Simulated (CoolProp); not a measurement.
Vapour-liquid equilibrium of R134a (1) + R227EA (2) at 308.4 K; x and y are mole fractions of (1).

Model: multi-fluid Helmholtz-energy mixture model, Tillner-Roth 1994 and Lemmon 2016; pair parameters Bell 2016, in CoolProp.

```json
[
 {"x": "0.05", "bubble pressure (bar)": "6.331", "y at the bubble point": "0.071", "dew pressure at overall composition x (bar)": "6.276", "liquid density (mol/L)": "___"},
 {"x": "0.125", "bubble pressure (bar)": "6.593", "y at the bubble point": "0.171", "dew pressure at overall composition x (bar)": "6.470", "liquid density (mol/L)": "8.214"},
 {"x": "0.2", "bubble pressure (bar)": "6.845", "y at the bubble point": "0.263", "dew pressure at overall composition x (bar)": "6.671", "liquid density (mol/L)": "8.416"},
 {"x": "0.275", "bubble pressure (bar)": "7.088", "y at the bubble point": "0.348", "dew pressure at overall composition x (bar)": "6.879", "liquid density (mol/L)": "8.629"},
 {"x": "0.35", "bubble pressure (bar)": "7.321", "y at the bubble point": "0.428", "dew pressure at overall composition x (bar)": "7.093", "liquid density (mol/L)": "8.853"},
 {"x": "0.425", "bubble pressure (bar)": "___", "y at the bubble point": "0.503", "dew pressure at overall composition x (bar)": "7.313", "liquid density (mol/L)": "9.089"},
 {"x": "0.5", "bubble pressure (bar)": "7.758", "y at the bubble point": "0.574", "dew pressure at overall composition x (bar)": "7.536", "liquid density (mol/L)": "9.338"},
 {"x": "0.575", "bubble pressure (bar)": "7.961", "y at the bubble point": "0.642", "dew pressure at overall composition x (bar)": "7.760", "liquid density (mol/L)": "___"},
 {"x": "0.65", "bubble pressure (bar)": "___", "y at the bubble point": "0.708", "dew pressure at overall composition x (bar)": "7.984", "liquid density (mol/L)": "___"},
 {"x": "0.725", "bubble pressure (bar)": "___", "y at the bubble point": "0.772", "dew pressure at overall composition x (bar)": "8.205", "liquid density (mol/L)": "10.18"},
 {"x": "0.8", "bubble pressure (bar)": "8.514", "y at the bubble point": "0.835", "dew pressure at overall composition x (bar)": "8.419", "liquid density (mol/L)": "10.49"},
 {"x": "0.875", "bubble pressure (bar)": "8.679", "y at the bubble point": "0.897", "dew pressure at overall composition x (bar)": "8.623", "liquid density (mol/L)": "10.83"},
 {"x": "0.95", "bubble pressure (bar)": "8.834", "y at the bubble point": "0.958", "dew pressure at overall composition x (bar)": "8.813", "liquid density (mol/L)": "11.18"}
]
```

Question: Complete the blanks.

Answer: 
- 0.05, liquid density (mol/L): 8.021
- 0.425, bubble pressure (bar): 7.544
- 0.575, liquid density (mol/L): 9.602
- 0.65, bubble pressure (bar): 8.155
- 0.65, liquid density (mol/L): 9.881
- 0.725, bubble pressure (bar): 8.340

No azeotrope shows between x = 0.05 and 0.95.

The pair parameters rest on a limited set of measurements; away from them the model extrapolates.
